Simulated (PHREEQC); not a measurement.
Buffer (model solution)

Solution (25 °C): 0.00064 mol KH2PO4, 0.00052 mol NaF and 0.028 mol KCl per kg of water. Closed to the air; pH follows from the charge balance.

Computed with PHREEQC (ion-association model, phreeqc.dat).

| Quantity | Value |
|---|---|
| pH | 5.23 |
| ionic strength | 0.0292 mol/kgw |
| specific conductance | 3860 µS/cm |

```tsv
species	molality	activity	log γ
K+	0.0286	0.0242	-0.072
Cl-	0.0280	0.0237	-0.072
H2PO4-	0.000629	0.000539	-0.067
Na+	0.000520	0.000444	-0.068
F-	0.000516	0.000436	-0.073
HPO4-2	1.07e-5	5.70e-6	-0.272
```

No solid was allowed to form.
